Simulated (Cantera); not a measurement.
Gas activation for diamond growth

An isothermal, constant-pressure homogeneous reactor starts with 0.874 % CH₄, 95.0 % H₂, 4.09 % O₂, equivalence ratio 12, at 3000 K and 22.5 Torr.

Detailed kinetics in Cantera: GRI-Mech 3.0 (53 species, 325 reactions). Radical loss at walls, strong at low pressure, is not modelled. The temperature is held fixed by assumption; the heat of reaction is taken as removed at once.

```json
[
 {"t (s)": "1.00e-5", "x CH₄": "0.00795", "x H₂": "0.945", "x O₂": "0.0397", "x C₂H₂": "4.59e-8", "x CH₂O": "4.24e-6"},
 {"t (s)": "3.10e-5", "x CH₄": "0.00577", "x H₂": "0.914", "x O₂": "0.0301", "x C₂H₂": "7.07e-6", "x CH₂O": "1.66e-5"},
 {"t (s)": "9.63e-5", "x CH₄": "0.00164", "x H₂": "0.830", "x O₂": "0.000639", "x C₂H₂": "0.000713", "x CH₂O": "1.06e-5"},
 {"t (s)": "0.000299", "x CH₄": "0.000404", "x H₂": "0.829", "x O₂": "5.66e-6", "x C₂H₂": "0.00103", "x CH₂O": "3.01e-6"},
 {"t (s)": "0.000928", "x CH₄": "5.10e-5", "x H₂": "0.821", "x O₂": "6.57e-6", "x C₂H₂": "0.000165", "x CH₂O": "4.55e-7"},
 {"t (s)": "0.00288", "x CH₄": "3.33e-9", "x H₂": "0.793", "x O₂": "1.16e-5", "x C₂H₂": "1.16e-8", "x CH₂O": "1.81e-9"},
 {"t (s)": "0.00894", "x CH₄": "4.33e-12", "x H₂": "0.717", "x O₂": "3.39e-5", "x C₂H₂": "<1e-12", "x CH₂O": "6.60e-10"},
 {"t (s)": "0.0278", "x CH₄": "<1e-12", "x H₂": "0.570", "x O₂": "0.000124", "x C₂H₂": "<1e-12", "x CH₂O": "1.55e-10"},
 {"t (s)": "0.0862", "x CH₄": "<1e-12", "x H₂": "0.422", "x O₂": "0.000280", "x C₂H₂": "<1e-12", "x CH₂O": "4.25e-11"},
 {"t (s)": "0.267", "x CH₄": "<1e-12", "x H₂": "0.378", "x O₂": "0.000331", "x C₂H₂": "<1e-12", "x CH₂O": "2.87e-11"},
 {"t (s)": "0.830", "x CH₄": "<1e-12", "x H₂": "0.378", "x O₂": "0.000332", "x C₂H₂": "<1e-12", "x CH₂O": "2.84e-11"},
 {"t (s)": "2.58", "x CH₄": "<1e-12", "x H₂": "0.378", "x O₂": "0.000332", "x C₂H₂": "<1e-12", "x CH₂O": "2.84e-11"},
 {"t (s)": "8.00", "x CH₄": "<1e-12", "x H₂": "0.378", "x O₂": "0.000332", "x C₂H₂": "<1e-12", "x CH₂O": "2.84e-11"}
]
```
x: mole fraction; the columns are a selection and need not sum to one.

Equilibrium at this temperature and pressure: CH₄ <1e-12, H₂ 0.378, O₂ 0.000332, C₂H₂ <1e-12, CH₂O 2.84e-11 (gas phase only).
